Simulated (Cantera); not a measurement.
## Equilibrium for roasting and sulfation: MgCO₃ + H₂S + O₂ + SO₂

Feed: 1 mol MgCO₃, 0.15 mol H₂S, a varied amount of O₂, 0.66 mol SO₂, held at 1575 K and 0.0160 bar.

Equilibrium computed with Cantera from the NASA thermochemical tables; the gas is ideal and each condensed phase is pure. Candidate condensed phases: C, C₆H₆, C₇H₈, C₈H₁₈, H₂O, H₂SO₄, Mg, MgCO₃, MgO, Mg(OH)₂, MgS, MgSO₄, S; 130 gas species. Kinetics and transport are ignored.

| n(O₂) (mol) | log p O₂ | log p CO₂ | log p SO₂ | log p H₂O | log p SO₃ | log p OH | n MgO(s) |
|---|---|---|---|---|---|---|---|
| 0.53 | -2.67 | -2.15 | -2.24 | -2.98 | -5.16 | -5.32 | 1.00 |
| 0.77 | -2.46 | -2.19 | -2.29 | -3.02 | -5.10 | -5.29 | 1.00 |
| 1.1 | -2.31 | -2.25 | -2.34 | -3.07 | -5.08 | -5.28 | 1.00 |
| 1.6 | -2.18 | -2.32 | -2.41 | -3.14 | -5.09 | -5.28 | 1.00 |
| 2.3 | -2.08 | -2.40 | -2.49 | -3.23 | -5.12 | -5.30 | 1.00 |
| 3.3 | -2.01 | -2.50 | -2.59 | -3.32 | -5.18 | -5.33 | 1.00 |
| 4.8 | -1.95 | -2.61 | -2.70 | -3.44 | -5.26 | -5.37 | 1.00 |
| 6.9 | -1.91 | -2.73 | -2.82 | -3.56 | -5.36 | -5.42 | 1.00 |
| 9.9 | -1.88 | -2.86 | -2.95 | -3.69 | -5.48 | -5.48 | 1.00 |
log p: log10 of the partial pressure in bar; n: condensed amount in mol.

From 0.53 mol O₂ to 9.9 mol O₂ the condensed part is MgO(s).
